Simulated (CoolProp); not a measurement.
R141b along the isobar 4420 kPa: Z from the reference equation and from simpler models built on Tc = 477.5 K, pc = 4212 kPa, ω = 0.220; each cubic takes its own stable root.

Values from CoolProp's reference Helmholtz-energy equation of state, Lemmon 2006. It is a short technical equation, of lower accuracy than the large ones.

```json
[
 {"T (K)": "356.3", "phase": "liquid", "reference": "0.1548", "van der Waals": "0.2471", "Redlich-Kwong": "0.1743"},
 {"T (K)": "368.3", "phase": "liquid", "reference": "0.1534", "van der Waals": "___", "Redlich-Kwong": "0.1735"},
 {"T (K)": "380.2", "phase": "liquid", "reference": "0.1524", "van der Waals": "___", "Redlich-Kwong": "0.1733"},
 {"T (K)": "392.2", "phase": "liquid", "reference": "0.1519", "van der Waals": "0.2411", "Redlich-Kwong": "0.1739"},
 {"T (K)": "404.2", "phase": "liquid", "reference": "0.1519", "van der Waals": "0.2407", "Redlich-Kwong": "0.1753"},
 {"T (K)": "416.2", "phase": "liquid", "reference": "0.1527", "van der Waals": "0.2414", "Redlich-Kwong": "0.1778"},
 {"T (K)": "428.1", "phase": "liquid", "reference": "___", "van der Waals": "0.2435", "Redlich-Kwong": "0.1817"},
 {"T (K)": "440.1", "phase": "liquid", "reference": "0.1571", "van der Waals": "___", "Redlich-Kwong": "0.1876"},
 {"T (K)": "452.1", "phase": "liquid", "reference": "0.1620", "van der Waals": "0.2545", "Redlich-Kwong": "0.1968"},
 {"T (K)": "464.1", "phase": "liquid", "reference": "0.1709", "van der Waals": "0.2670", "Redlich-Kwong": "0.2125"},
 {"T (K)": "476", "phase": "liquid", "reference": "0.1944", "van der Waals": "0.2951", "Redlich-Kwong": "0.2490"},
 {"T (K)": "488", "phase": "supercritical", "reference": "___", "van der Waals": "0.4893", "Redlich-Kwong": "0.4828"},
 {"T (K)": "500", "phase": "supercritical", "reference": "0.5783", "van der Waals": "0.5783", "Redlich-Kwong": "0.5722"}
]
```

**Question.** Some entries are withheld; supply them.

**Answer.** 
- 368.3, van der Waals: 0.2443
- 380.2, van der Waals: 0.2423
- 428.1, reference: 0.1543
- 440.1, van der Waals: 0.2475
- 488, reference: 0.4800
